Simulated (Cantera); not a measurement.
**Adiabatic ignition**

An adiabatic, constant-volume homogeneous reactor starts with H2 : O2 : N2 = 1 : 0.385 : 1.92 (molar parts), at 1700 K and 10.0 bar.

Detailed kinetics in Cantera: GRI-Mech 3.0 (53 species, 325 reactions). The hydrogen kinetics of GRI-Mech 3.0 are dated; newer H2 mechanisms differ, most at raised pressure. Above 3000 K some thermodynamic fits are extrapolated.

```tsv
t (s)	T (K)	P (bar)	x H2	x O2	x NO2	x H2O2	x NO
3.00e-6	3194	17.1	0.0875	0.00364	1.61e-7	1.29e-6	0.000601
8.05e-6	3220	17.2	0.0876	0.00307	4.96e-7	1.22e-6	0.00198
2.16e-5	3212	17.2	0.0891	0.00281	1.06e-6	1.14e-6	0.00440
5.79e-5	3206	17.2	0.0900	0.00265	1.40e-6	1.10e-6	0.00597
0.000155	3205	17.2	0.0901	0.00264	1.43e-6	1.09e-6	0.00609
0.000417	3205	17.2	0.0901	0.00264	1.43e-6	1.09e-6	0.00609
0.00112	3205	17.2	0.0901	0.00264	1.43e-6	1.09e-6	0.00609
0.00300	3205	17.2	0.0901	0.00264	1.43e-6	1.09e-6	0.00609
0.00805	3205	17.2	0.0901	0.00264	1.43e-6	1.09e-6	0.00609
0.0216	3205	17.2	0.0901	0.00264	1.43e-6	1.09e-6	0.00609
0.0579	3205	17.2	0.0901	0.00264	1.43e-6	1.09e-6	0.00609
0.155	3205	17.2	0.0901	0.00264	1.43e-6	1.09e-6	0.00609
0.417	3205	17.2	0.0901	0.00264	1.43e-6	1.09e-6	0.00609
1.12	3205	17.2	0.0901	0.00264	1.43e-6	1.09e-6	0.00609
3.00	3205	17.2	0.0901	0.00264	1.43e-6	1.09e-6	0.00609
```
x: mole fraction; the columns are a selection and need not sum to one.

The time of steepest temperature rise is 0.899 µs and the temperature at 3.00 s is 3205 K. The equilibrium temperature is 3205 K and the x(H2) at 3.00 s is 0.0901 (gas-phase equilibrium 0.0901). The x(O2) at 3.00 s is 0.00264 (gas-phase equilibrium 0.00264) and the x(NO2) at 3.00 s comes out as 1.43e-6 (gas-phase equilibrium 1.43e-6).
